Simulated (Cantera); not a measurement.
Mixture: H2 : O2 : N2 = 1 : 0.278 : 1.04 (molar parts), equivalence ratio 1.8, at 1000000 Pa, adiabatic and at constant pressure. Ignition delay is the time to a rise of 400 K.

Computed with Cantera and the H2/O2 subset of GRI-Mech 3.0, which has no nitrogen chemistry. The hydrogen kinetics of GRI-Mech 3.0 are dated; newer H2 mechanisms differ, most at raised pressure.

Q: At T0 = 1350 K, what is the delay, and which 7 reactions control it most (d ln τ / d ln k, from doubling and halving each rate constant)?

A: The delay is 3.49 µs.
| reaction | d ln τ / d ln k | faster rate |
|---|---|---|
| H + O2 <=> O + OH | -1.38 | shortens it |
| H + O2 + M <=> HO2 + M | 0.44 | lengthens it |
| H + O2 + N2 <=> HO2 + N2 | 0.26 | lengthens it |
| H2 + O <=> H + OH | -0.12 | shortens it |
| H + HO2 <=> 2 OH | -0.09 | shortens it |
| H2 + OH <=> H + H2O | -0.06 | shortens it |
| H + O2 + O2 <=> HO2 + O2 | 0.05 | lengthens it |
